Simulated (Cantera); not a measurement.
## Gas-phase reforming

An isothermal, constant-pressure homogeneous reactor starts with CH₄ : H₂O = 1 : 3.8 (molar parts), at 1400 K and 101000 Pa.

Detailed kinetics in Cantera: GRI-Mech 3.0 (53 species, 325 reactions).

```json
[
 {"t (s)": "5.00e-5", "x CH₄": "0.208", "x H₂O": "0.792", "x HCO": "<1e-12", "x O": "<1e-12", "x O₂": "<1e-12", "x CO": "<1e-12"},
 {"t (s)": "0.000145", "x CH₄": "0.208", "x H₂O": "0.792", "x HCO": "<1e-12", "x O": "<1e-12", "x O₂": "<1e-12", "x CO": "<1e-12"},
 {"t (s)": "0.000419", "x CH₄": "0.208", "x H₂O": "0.792", "x HCO": "<1e-12", "x O": "<1e-12", "x O₂": "<1e-12", "x CO": "1.47e-11"},
 {"t (s)": "0.00121", "x CH₄": "0.208", "x H₂O": "0.792", "x HCO": "<1e-12", "x O": "<1e-12", "x O₂": "<1e-12", "x CO": "8.16e-10"},
 {"t (s)": "0.00351", "x CH₄": "0.208", "x H₂O": "0.792", "x HCO": "<1e-12", "x O": "<1e-12", "x O₂": "<1e-12", "x CO": "1.64e-8"},
 {"t (s)": "0.0102", "x CH₄": "0.208", "x H₂O": "0.792", "x HCO": "4.08e-12", "x O": "1.08e-12", "x O₂": "<1e-12", "x CO": "2.73e-7"},
 {"t (s)": "0.0294", "x CH₄": "0.207", "x H₂O": "0.791", "x HCO": "2.13e-11", "x O": "1.83e-12", "x O₂": "<1e-12", "x CO": "4.48e-6"},
 {"t (s)": "0.0851", "x CH₄": "0.203", "x H₂O": "0.790", "x HCO": "4.26e-11", "x O": "2.08e-12", "x O₂": "3.11e-12", "x CO": "4.00e-5"},
 {"t (s)": "0.246", "x CH₄": "0.193", "x H₂O": "0.783", "x HCO": "4.02e-11", "x O": "1.63e-12", "x O₂": "7.27e-12", "x CO": "0.000183"},
 {"t (s)": "0.713", "x CH₄": "0.169", "x H₂O": "0.766", "x HCO": "3.59e-11", "x O": "1.02e-12", "x O₂": "5.57e-12", "x CO": "0.000794"},
 {"t (s)": "2.06", "x CH₄": "0.128", "x H₂O": "0.733", "x HCO": "3.67e-11", "x O": "<1e-12", "x O₂": "1.41e-12", "x CO": "0.00303"},
 {"t (s)": "5.97", "x CH₄": "0.0820", "x H₂O": "0.678", "x HCO": "6.26e-11", "x O": "<1e-12", "x O₂": "<1e-12", "x CO": "0.00896"},
 {"t (s)": "17.3", "x CH₄": "0.0656", "x H₂O": "0.604", "x HCO": "1.55e-10", "x O": "<1e-12", "x O₂": "<1e-12", "x CO": "0.0232"},
 {"t (s)": "50.0", "x CH₄": "0.0584", "x H₂O": "0.526", "x HCO": "3.23e-10", "x O": "<1e-12", "x O₂": "<1e-12", "x CO": "0.0465"}
]
```
x: mole fraction; the columns are a selection and need not sum to one.

Equilibrium at this temperature and pressure: CH₄ 5.17e-7, H₂O 0.373, HCO 9.13e-10, O <1e-12, O₂ <1e-12, CO 0.108 (gas phase only).
